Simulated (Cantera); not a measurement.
What does this Cantera script print?

```python
import numpy as np
import cantera as ct

gas_names = """
    Fe H H2 H2S N NH NH2 NH3 N2 N2H2 N2H4 S SH SN S2 S8
""".split()
cond_names = """
    Fe(a) Fe(c) Fe(d) Fe(L) FeS(a) FeS(b) FeS(c) FeS(L) FeS2(s) S(cr1) S(cr2) S(L)
""".split()


def load(file, names, dense=False):
    # The tables refer to 1 bar. Condensed volumes are neglected.
    table = {s.name: s for s in ct.Species.list_from_file(file)}
    out = []
    for n in names:
        d = dict(table[n].input_data)
        d["thermo"] = dict(d["thermo"], **{"reference-pressure": 1e5})
        if dense:
            d["equation-of-state"] = {"model": "constant-volume", "density": "1e6 g/cm^3"}
        out.append(ct.Species.from_dict(d))
    return out


gas = ct.Solution(thermo="ideal-gas", species=load("nasa_gas.yaml", gas_names))
cond = {s.name: ct.Solution(thermo="fixed-stoichiometry", species=[s], name=s.name)
        for s in load("nasa_condensed.yaml", cond_names, dense=True)}
atoms = {
    'FeS': {'Fe': 1, 'S': 1},
    'H2': {'H': 2},
    'N2': {'N': 2},
}
top_T = {'FeS2(s)': 1010}  # K; cautious upper limits of use, not melting points


def equilibrate(T, P, feed):
    n = {}
    for name, mol in feed.items():
        for a, k in atoms[name].items():
            n[a] = n.get(a, 0.0) + k * mol
    gas.TPX = T, P, n
    mass = sum(n.values()) * gas.mean_molecular_weight
    gas.equilibrate("TP")
    valid = [c for c in cond.values() if c.min_temp <= T <= top_T.get(c.name, c.max_temp)]
    mix = ct.Mixture([(gas, mass / gas.mean_molecular_weight)] + [(c, 0.0) for c in valid])
    mix.T, mix.P = T, P
    mix.equilibrate("TP", solver="vcs", rtol=1e-11, max_steps=5000)
    return mix


results = []
feed = {'FeS': 1, 'H2': 100, 'N2': 50}  # mol
T = 1498.15  # K
P = 15  # Pa
mix = equilibrate(T, P, feed)
results.append((T, P, feed, dict(zip(mix.species_names, mix.species_moles))))
x = sorted(zip(gas.X, gas.species_names), reverse=True)
print(f"T = {T:g} K  P = {P:g} Pa  gas = {mix.phase_moles(0):.4g} mol")
print("   x: " + "  ".join(f"{s} {v:.3e}" for v, s in x if v > 1e-06))
print("   condensed (mol): " + ("  ".join(f"{mix.phase(i).name} {mix.phase_moles(i):.4g}"
      for i in range(1, mix.n_phases) if mix.phase_moles(i) > 1e-12) or "none"))
```

Output:

```
T = 1498.15 K  P = 15 Pa  gas = 150.6 mol
   x: H2 6.616e-01  N2 3.319e-01  S2 2.232e-03  H2S 1.403e-03  H 1.143e-03  Fe 9.613e-04  SH 6.179e-04  S 1.536e-04
   condensed (mol): Fe(c) 0.8552
```

Method: chemical equilibrium by Gibbs-energy minimisation in Cantera with the NASA 1993 tables (ideal gas, pure condensed phases).
